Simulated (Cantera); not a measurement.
A closed system holds: 1 mol SrCl₂, 4.4 mol O₂, 3.3 mol N₂, equilibrated at 13.3 mbar.

Cantera equilibrium calculation (NASA polynomials, part measured and part estimated; ideal gas, pure solids and liquids). Candidate condensed phases: Sr, SrCl₂, SrO; 16 gas species. Mutual solubility and eutectic melting of coexisting phases are not modelled. Condensed phases not in the tables: oxide chlorides. The numbers say what is thermodynamically allowed, not how fast it happens.

### Question
At 1150 °C, list the 4 most abundant gas species with their mole fractions, and the condensed phases.

### Answer
O₂ 0.565, N₂ 0.424, SrCl₂ 0.00959, NO 0.000990. Condensed: SrCl₂(l) + SrO(s).
